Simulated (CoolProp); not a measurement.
Toluene at 298.15 K and 0.361 MPa flows at 0.44 m/s in a round tube of 25 mm bore and 1.5 µm roughness, fully developed (64/Re and Nu = 3.66 if laminar; Colebrook and Gnielinski if turbulent). Each further row changes one setting.

The numbers come from the reference Helmholtz-energy equation of state, Lemmon 2006 in CoolProp. It is a short technical equation, of lower accuracy than the large ones.

| case | Reynolds number | Darcy friction factor | pressure drop (Pa/m) | heat-transfer coefficient (W/(m² K)) | mass flow (kg/h) |
|---|---|---|---|---|---|
| as stated | 17100 | ___ | ___ | ___ | 671 |
| velocity 0.88 m/s | 34300 | 0.0229 | 306 | ___ | 1340 |
| diameter 50 mm | 34300 | 0.0229 | 38.2 | ___ | 2680 |

Question: Fill in the missing entries.

Answer: 
- as stated, Darcy friction factor: 0.0270
- as stated, pressure drop (Pa/m): 90.2
- as stated, heat-transfer coefficient (W/(m² K)): 680
- velocity 0.88 m/s, heat-transfer coefficient (W/(m² K)): 1260
- diameter 50 mm, heat-transfer coefficient (W/(m² K)): 627

Viscosity comes from a separate model (Avgeri 2015). Thermal conductivity comes from a separate model (Assael 2012).
